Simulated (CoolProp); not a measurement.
Vapour pressure (kPa) of R227EA: the reference equation beside estimates from Tc = 374.9 K, pc = 2925 kPa, ω = 0.358.

Computed with CoolProp (reference Helmholtz-energy equation of state, Lemmon 2016).

```csv
T (K),reference,Lee-Kesler,van der Waals
180.7,0.6455,0.6283,63.14
186.3,1.115,1.083,77.96
191.8,1.836,1.784,94.80
197.4,2.949,2.867,114.5
203,4.589,4.468,136.8
208.6,6.940,6.771,162.1
214.2,10.22,10.00,190.5
219.8,14.71,14.42,222.1
225.4,20.70,20.36,257.1
231,28.55,28.17,295.8
```

Absolute difference from the reference over all 10 rows, mean and median: Lee-Kesler 2.3 and 2.5 %, van der Waals 3578.8 and 2558.4 %.
